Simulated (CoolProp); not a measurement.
Aqueous potassium formate as a coolant, 13 % by mass, freezing at -6.7 °C, 1 atm.

Computed with CoolProp (Melinder's fits for secondary coolants).

| T (°C) | cp (kJ/(kg K)) | conductivity (W/(m K)) | density (kg/m³) | viscosity (mPa s) |
|---|---|---|---|---|
| -2.1 | 3.690 | 0.542 | 1083 | 2.18 |
| 5.6 | 3.693 | 0.553 | 1082 | 1.74 |
| 13.2 | 3.697 | 0.563 | 1080 | 1.43 |
| 20.9 | 3.702 | 0.573 | 1078 | 1.20 |
| 28.5 | 3.708 | 0.583 | 1075 | 1.02 |
| 36.2 | 3.713 | 0.594 | 1073 | 0.873 |
